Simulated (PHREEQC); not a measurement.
Synthetic water in mg/kgw, 40 °C, pH 1.93, pe 11.9:

```json
[
 {"constituent": "Na", "mg/kgw": "81.3"},
 {"constituent": "K", "mg/kgw": "54.8"},
 {"constituent": "Ca", "mg/kgw": "24.3"},
 {"constituent": "Mg", "mg/kgw": "10.5"},
 {"constituent": "Cl", "mg/kgw": "75.7"},
 {"constituent": "S(6) as SO4", "mg/kgw": "1370"},
 {"constituent": "Li", "mg/kgw": "0.0842"},
 {"constituent": "Si as SiO2", "mg/kgw": "5.06"},
 {"constituent": "Cu(2)", "mg/kgw": "0.0515"}
]
```

Valence states are taken as typed.

All values are PHREEQC results (ion-association model, phreeqc.dat), not measurements.

Each row changes one thing in this solution. No solid was allowed to form.

| case | ionic strength (mol/kgw) | HSO4- (mol/kgw) | SO4-2 (mol/kgw) | K+ (mol/kgw) | Ca+2 (mol/kgw) | Mg+2 (mol/kgw) | SI of Quartz (SiO2) |
|---|---|---|---|---|---|---|---|
| as made | 0.0289 | 0.00690 | 0.00690 | 0.00136 | 0.000426 | 0.000260 | -0.30 |
| temperature from 40 to 70 °C at the same typed pH | [?] | 0.00949 | 0.00434 | 0.00136 | 0.000450 | 0.000242 | -0.67 |
| all concentrations times 4 at the same typed pH | 0.0976 | 0.0231 | [?] | 0.00510 | 0.00125 | 0.000698 | +0.31 |
| K from 54.8 to 27.4 mg/kgw | 0.0285 | 0.00692 | 0.00690 | 0.000679 | 0.000425 | 0.000260 | -0.30 |

Problem. Fill in the missing entries.

Solution. 
- temperature from 40 to 70 °C at the same typed pH, ionic strength (mol/kgw): 0.0251
- all concentrations times 4 at the same typed pH, SO4-2 (mol/kgw): 0.0304

Some of these states are supersaturated (in Quartz (slow to form), for instance). Constants without temperature data keep their 25 °C values here.
